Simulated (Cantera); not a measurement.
A perfectly stirred reactor is fed with CH₃OH : O₂ : N₂ = 1 : 0.938 : 7.5 (molar parts), at 0.987 atm; it is adiabatic with a 550 K inlet, and is followed from long to short residence time, starting on the burning branch (τ in s: 0.44, 0.15, 0.051, 0.018, 0.006, 0.002, 0.0007, 0.00024, 8.2e-05).

Computed with Cantera and GRI-Mech 3.0 (53 species, 325 reactions). GRI-Mech 3.0 was tuned for natural gas; its chemistry of methanol as a main component is partial and can be far from experiment.

Task: What does this change do: pressure from 0.987 atm to 7.50 atm?

Result: 
| quantity | before | after |
|---|---|---|
| blow-out, bracketed by the residence times tried | burning at 2.00 ms, out at 0.700 ms | burning at 0.700 ms, out at 0.240 ms |
| x(CH₃OH) at τ = 0.440 s | 1.81e-6 | 2.21e-6 |
| x(O₂) at τ = 0.440 s | 4.68e-5 | 4.11e-5 |
| x(N₂O) at τ = 0.440 s | 4.80e-10 | 5.27e-10 |
| x(C₂H₂) at τ = 0.440 s | 2.95e-7 | 7.41e-7 |
| x(C₂H₄) at τ = 0.440 s | 6.09e-9 | 4.70e-8 |
| x(CH₃OH) at τ = 6.00 ms | 4.92e-5 | 4.65e-5 |
| x(O₂) at τ = 6.00 ms | 0.00122 | 0.000830 |
| x(N₂O) at τ = 6.00 ms | 3.22e-9 | 8.11e-9 |
| x(C₂H₂) at τ = 6.00 ms | 1.28e-5 | 9.49e-6 |
| x(C₂H₄) at τ = 6.00 ms | 1.16e-6 | 1.27e-6 |

Task: What does this change do: inlet temperature 550 to 575 K?

Result: 
```json
[
 {"quantity": "blow-out, bracketed by the residence times tried", "before": "burning at 2.00 ms, out at 0.700 ms", "after": "burning at 2.00 ms, out at 0.700 ms"},
 {"quantity": "x(CH₃OH) at τ = 0.440 s", "before": "1.81e-6", "after": "1.63e-6"},
 {"quantity": "x(O₂) at τ = 0.440 s", "before": "4.68e-5", "after": "4.21e-5"},
 {"quantity": "x(N₂O) at τ = 0.440 s", "before": "4.80e-10", "after": "5.08e-10"},
 {"quantity": "x(C₂H₂) at τ = 0.440 s", "before": "2.95e-7", "after": "1.93e-7"},
 {"quantity": "x(C₂H₄) at τ = 0.440 s", "before": "6.09e-9", "after": "3.81e-9"},
 {"quantity": "x(CH₃OH) at τ = 6.00 ms", "before": "4.92e-5", "after": "4.17e-5"},
 {"quantity": "x(O₂) at τ = 6.00 ms", "before": "0.00122", "after": "0.00104"},
 {"quantity": "x(N₂O) at τ = 6.00 ms", "before": "3.22e-9", "after": "3.17e-9"},
 {"quantity": "x(C₂H₂) at τ = 6.00 ms", "before": "1.28e-5", "after": "1.08e-5"},
 {"quantity": "x(C₂H₄) at τ = 6.00 ms", "before": "1.16e-6", "after": "8.02e-7"}
]
```
